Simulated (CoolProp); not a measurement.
Properties of hydrogen chloride along the isotherm 26.05 °C.

Model: reference Helmholtz-energy equation of state, Thol 2018, in CoolProp.

```
p (MPa)  phase  density (kg/m³)  cv (kJ/(kg K))  isothermal compressibility (1/MPa)  expansivity (1/kK)  fugacity coefficient
-------  -----  ---------------  --------------  ----------------------------------  ------------------  --------------------
0.416      gas            6.251          0.5904                               2.465               3.615                0.9759
0.831      gas            12.82          0.6114                               1.269               3.930                0.9521
1.25       gas            19.84          0.6342                              0.8702               4.301                0.9282
1.66       gas            27.15          0.6583                              0.6780               4.732                0.9050
2.08       gas            35.16          0.6851                              0.5630               5.262                0.8813
2.49       gas            43.60          0.7138                              0.4917               5.899                0.8582
2.91       gas            53.03          0.7464                              0.4439               6.723                0.8346
3.33       gas            63.46          0.7828                              0.4139               7.805                0.8111
3.74       gas            74.93          0.8231                              0.3988               9.253                0.7879
4.16       gas            88.53          0.8713                              0.3985               11.44                0.7641
```
